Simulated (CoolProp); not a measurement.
R13 at several states: Z from the reference equation and from simpler models built on Tc = 29.9 °C, pc = 3973 kPa, ω = 0.175; each cubic takes its own stable root.

Computed with CoolProp (reference Helmholtz-energy equation of state, Platzer 1990). This equation is an older, rougher fit; its heat capacities, sound speeds and derivatives of the liquid may be far off and weren't checked against measurements.

```json
[
 {"T (°C)": "-48.55", "p (kPa)": "10.7", "phase": "gas", "reference": "0.9975"},
 {"T (°C)": "-60.25", "p (kPa)": "6800", "phase": "liquid", "reference": "0.2741"},
 {"T (°C)": "-155.45", "p (kPa)": "20200", "phase": "liquid", "reference": "1.192"}
]
```

Question: How far does each simpler model (van der Waals, Redlich-Kwong, Soave-Redlich-Kwong, Peng-Robinson) lie from the reference over these 3 states: mean and median of the absolute difference, and the worst?

Answer: 
- van der Waals: mean 33.8 %, median 48.0 %, worst +53.2 % at -155.45 °C and 20200 kPa
- Redlich-Kwong: mean 2.9 %, median 4.0 %, worst +4.7 % at -155.45 °C and 20200 kPa
- Soave-Redlich-Kwong: mean 2.2 %, median 2.0 %, worst +4.4 % at -155.45 °C and 20200 kPa
- Peng-Robinson: mean 5.4 %, median 6.6 %, worst -9.6 % at -60.25 °C and 6800 kPa
